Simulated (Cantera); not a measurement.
Feed: 1 mol Cu, 1.3 mol HF, 2.2 mol H2, at 21000 Pa.

These are equilibrium values from Cantera (NASA tables, ideal gas, pure condensed phases), not measurements of a reactor. Candidate condensed phases: Cu, CuF2; 15 gas species. The numbers say what is thermodynamically allowed, not how fast it happens.

**Question.** Which condensed phases are stable at each of these points (T (K)): 1323, 1348, 1373, 1398, 1423, 1448, 1473?

**Answer.** 
```tsv
T (K)	condensed phases	Cu condensed (%)
1323	Cu(s)	100.0
1348	Cu(s)	100.0
1373	Cu(l)	100.0
1398	Cu(l)	100.0
1423	Cu(l)	100.0
1448	Cu(l)	100.0
1473	Cu(l)	100.0
```

From 1323 K to 1348 K the condensed part is Cu(s). From 1373 K to 1473 K the condensed part is Cu(l).
